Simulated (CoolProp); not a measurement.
Vapour-liquid equilibrium of ethylene (1) + propane (2) at 199.4 K; x and y are mole fractions of (1).

Model: multi-fluid Helmholtz-energy mixture model, Smukala 2000 and Lemmon 2009; pair parameters Bell 2016, in CoolProp.

```
x     bubble pressure, mixture model (MPa)  bubble pressure, Raoult's law (MPa)  y, mixture model  y, Raoult's law
----  ------------------------------------  -----------------------------------  ----------------  ---------------
0.05                               0.04323                              0.04071             0.567            0.546
0.15                               0.09052                              0.08320             0.811            0.801
0.25                                0.1365                               0.1257             0.886            0.884
0.35                                0.1806                               0.1682             0.923            0.925
0.45                                0.2225                               0.2107             0.945            0.949
0.55                                0.2627                               0.2532             0.960            0.965
0.65                                0.3016                               0.2957             0.971            0.977
0.75                                0.3403                               0.3382             0.980            0.986
0.85                                0.3799                               0.3806             0.989            0.992
0.95                                0.4220                               0.4231             0.996            0.998
```

The largest gap from Raoult's law is +8.8 % in bubble pressure, at x = 0.15. No azeotrope shows between x = 0.05 and 0.95.

Pair parameters are fitted to limited data, so mixtures are less certain than the pure fluids.
